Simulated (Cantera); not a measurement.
An isothermal, constant-pressure homogeneous reactor starts with CH₄ : H₂ : O₂ = 0.046 : 1 : 0.01 (molar parts), at 2523 K and 1330 Pa. Integrator tolerance rtol = 1e-08.

Detailed kinetics in Cantera: GRI-Mech 3.0 (53 species, 325 reactions). GRI-Mech 3.0 stops at C3 and has no aromatics, soot or wall deposition, so with more carbon than oxygen in the feed, carbon stays in small species such as C2H2 where larger ones or solid carbon would form. Radical loss at walls, strong at low pressure, is not modelled.

```csv
quantity,before,after
x(CH₄) at 1.00 s,1.27e-6 (gas-phase equilibrium 1.18e-6),0.0400 (gas-phase equilibrium 0.0164)
x(H₂) at 1.00 s,0.768 (gas-phase equilibrium 0.762),0.940 (gas-phase equilibrium 0.962)
x(O₂) at 1.00 s,<1e-12 (gas-phase equilibrium <1e-12),0.000105 (gas-phase equilibrium <1e-12)
x(C₂H) at 1.00 s,0.000207 (gas-phase equilibrium 0.000214),1.05e-11 (gas-phase equilibrium 4.06e-12)
x(CO₂) at 1.00 s,1.26e-11 (gas-phase equilibrium 1.18e-11),2.06e-5 (gas-phase equilibrium 3.59e-10)
x(H₂O) at 1.00 s,3.75e-9 (gas-phase equilibrium 3.49e-9),0.0178 (gas-phase equilibrium 2.94e-8)
```

**Question.** What was changed between the two runs?
A. temperature 2523 to 1248 K
B. pressure from 1330 Pa to 3100 Pa
C. temperature 2523 to 1625 K
D. temperature 2523 to 1675 K

**Answer.** A, temperature 2523 to 1248 K
